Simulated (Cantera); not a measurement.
Cantera run, input and output.

```python
import numpy as np
import cantera as ct

gas = ct.Solution("gri30.yaml")


def delay(T, t_max=10):
    gas.TPX = T, 1000000, {'C3H8': 1, 'O2': 11.1, 'N2': 41.8, 'H2O': 0.17}
    reactor = ct.IdealGasConstPressureReactor(gas, clone=False)
    net = ct.ReactorNet([reactor])
    net.rtol, net.atol = 1e-8, 1e-16
    while net.time < t_max:
        t_old, T_old = net.time, reactor.T
        net.step()
        if reactor.T > T + 400:  # ignition: a rise of 400 K
            return t_old + (T + 400 - T_old) / (reactor.T - T_old) * (net.time - t_old)
    return np.nan


taus = []
for T in [1250, 1300, 1350, 1400, 1450, 1500, 1550, 1600, 1650, 1700]:
    taus.append(delay(T))
    print(f"T0 = {T:6g} K   tau = {taus[-1]:.4e} s")
```

Result:

```
T0 =   1250 K   tau = 6.2395e-04 s
T0 =   1300 K   tau = 2.7684e-04 s
T0 =   1350 K   tau = 1.3016e-04 s
T0 =   1400 K   tau = 6.5385e-05 s
T0 =   1450 K   tau = 3.5206e-05 s
T0 =   1500 K   tau = 2.0293e-05 s
T0 =   1550 K   tau = 1.2473e-05 s
T0 =   1600 K   tau = 8.1317e-06 s
T0 =   1650 K   tau = 5.5909e-06 s
T0 =   1700 K   tau = 4.0306e-06 s
```

Model: GRI-Mech 3.0 (53 species, 325 reactions), integrated in Cantera. GRI-Mech 3.0 was tuned for natural gas; its chemistry of propane as a main component is partial and can be far from experiment.
